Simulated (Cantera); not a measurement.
What does this Cantera script print?

```python
import numpy as np
import cantera as ct

gas = ct.Solution("h2o2.yaml")
gas.TPX = 973, 820, {'H2': 0.024, 'O2': 1}
reactor = ct.IdealGasConstPressureReactor(gas, energy="off", clone=False)
net = ct.ReactorNet([reactor])
net.rtol, net.atol = 1e-08, 1e-18
show = ['H2', 'O2', 'H2O2', 'HO2', 'OH', 'H2O']
times = np.geomspace(3e-05, 30, 14)

steps = ct.SolutionArray(gas, extra=["t"])
rows = []
print(f"{'t/s':>10s}{'T/K':>9s}{'P/Pa':>11s}" + "".join(f"{s:>11s}" for s in show))
for t in times:
    while net.time < t:
        t_next = net.step()
        steps.append(gas.state, t=t_next)
    rows.append([np.interp(t, steps.t, y) for y in (steps.T, steps.P, *steps(*show).X.T)])
    print(f"{t:10.3e}{rows[-1][0]:9.1f}{rows[-1][1]:11.4g}" + "".join(f"{x:11.3e}" for x in rows[-1][2:]))
rate = np.gradient(steps.T, steps.t)
print("integrator steps:", len(steps.t))
if steps.T.max() > steps.T[0] + 200:
    print(f"time of steepest temperature rise: {steps.t[rate.argmax()]:.4e} s")
gas.TPX = 973, 820, {'H2': 0.024, 'O2': 1}
gas.equilibrate("TP")
print(f"equilibrium (TP): T = {gas.T:.1f} K  " + "  ".join(f"{s} {gas[s].X[0]:.3e}" for s in show))
```

Output:

```
       t/s      T/K       P/Pa         H2         O2       H2O2        HO2         OH        H2O
 3.000e-05    973.0        820  2.344e-02  9.766e-01  3.037e-18  1.919e-12  1.048e-13  3.046e-15
 8.683e-05    973.0        820  2.344e-02  9.766e-01  2.543e-17  5.559e-12  7.853e-13  6.743e-14
 2.513e-04    973.0        820  2.344e-02  9.766e-01  2.130e-16  1.613e-11  5.004e-12  1.316e-12
 7.273e-04    973.0        820  2.344e-02  9.766e-01  1.791e-15  4.695e-11  2.583e-11  2.100e-11
 2.105e-03    973.0        820  2.344e-02  9.766e-01  1.520e-14  1.393e-10  1.756e-10  3.520e-10
 6.093e-03    973.0        820  2.344e-02  9.766e-01  1.579e-13  7.109e-10  1.001e-08  2.840e-08
 1.763e-02    973.0        820  2.101e-02  9.747e-01  1.959e-08  2.759e-06  5.443e-04  1.873e-03
 5.104e-02    973.0        820  2.358e-04  9.661e-01  2.946e-08  2.764e-06  6.494e-04  2.206e-02
 1.477e-01    973.0        820  6.610e-05  9.729e-01  2.545e-08  1.816e-06  3.349e-04  2.327e-02
 4.275e-01    973.0        820  1.173e-05  9.756e-01  2.217e-08  8.414e-07  1.400e-04  2.361e-02
 1.237e+00    973.0        820  1.538e-06  9.762e-01  1.516e-08  2.678e-07  5.246e-05  2.369e-02
 3.581e+00    973.0        820  2.046e-07  9.763e-01  7.643e-09  6.555e-08  2.008e-05  2.370e-02
 1.037e+01    973.0        820  3.315e-08  9.763e-01  3.123e-09  1.502e-08  8.443e-06  2.371e-02
 3.000e+01    973.0        820  6.823e-09  9.763e-01  1.161e-09  3.742e-09  3.955e-06  2.371e-02
integrator steps: 1907
equilibrium (TP): T = 973.0 K  H2 1.020e-11  O2 9.763e-01  H2O2 4.189e-12  HO2 2.772e-10  OH 1.593e-07  H2O 2.372e-02
```

Cantera simulation using the H2/O2 subset of GRI-Mech 3.0, which has no nitrogen chemistry; the numbers are that mechanism's predictions, not measurements. Radical loss at walls, strong at low pressure, is not modelled.
